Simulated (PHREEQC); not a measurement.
Consider water at 55 °C with 0.023 mol/kgw Ni(NO3)2, 0.00308 mol/kgw H3BO3 and 0.002 mol/kgw H2SO4. Closed to the air; pH follows from the charge balance.

Model: ion-association model, wateq4f.dat, run in PHREEQC.

| Property | Value |
|---|---|
| pH | 2.51 |
| ionic strength | 0.0713 mol/kgw |
| total alkalinity | -4.00 meq/kg |

```json
[
 {"species": "NO3-", "molality": "0.0460", "activity": "0.0354", "log γ": "-0.114"},
 {"species": "Ni+2", "molality": "0.0222", "activity": "0.00866", "log γ": "-0.409"},
 {"species": "H+", "molality": "0.00371", "activity": "0.00309", "log γ": "-0.080"},
 {"species": "H3BO3", "molality": "0.00308", "activity": "0.00313", "log γ": "0.007"},
 {"species": "SO4-2", "molality": "0.000933", "activity": "0.000370", "log γ": "-0.402"},
 {"species": "NiSO4", "molality": "0.000777", "activity": "0.000790", "log γ": "0.007"},
 {"species": "HSO4-", "molality": "0.000290", "activity": "0.000229", "log γ": "-0.103"},
 {"species": "Ni(SO4)2-2", "molality": "3.18e-8", "activity": "1.24e-8", "log γ": "-0.409"}
]
```

No solid was allowed to form. Complexes and solids missing from the database can't appear. Away from 25 °C the constants follow the database's enthalpies or fits; those with neither stay at their 25 °C values.
